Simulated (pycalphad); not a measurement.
# Effect of Si content in Mg-Al-Si

CALPHAD calculation (pycalphad, COST 507 light-alloy database (1999)), 1 atm. These are 1990s assessments: newer ones move some temperatures and phases. Amounts are mole fractions of atoms.

Task: One of these alloys has its liquidus at 640 °C, its solidus at 634 °C, and holds hcp 0.97, MG2SI 0.03 at 327 °C. Which?
A. Mg-0.26Al-7.36Si (at.%)
B. Mg-0.26Al-5.52Si (at.%)
C. Mg-0.26Al-0.92Si (at.%)
D. Mg-0.26Al-1.84Si (at.%)

Result: C, Mg-0.26Al-0.92Si (at.%). The others: Mg-0.26Al-1.84Si (at.%), liquidus 672, solidus 634; Mg-0.26Al-5.52Si (at.%), liquidus 800, solidus 633; Mg-0.26Al-7.36Si (at.%), liquidus 841, solidus 633

Database names, with the compositions (at.%) that they take in these runs: MG2SI: Mg 67 Si 33.
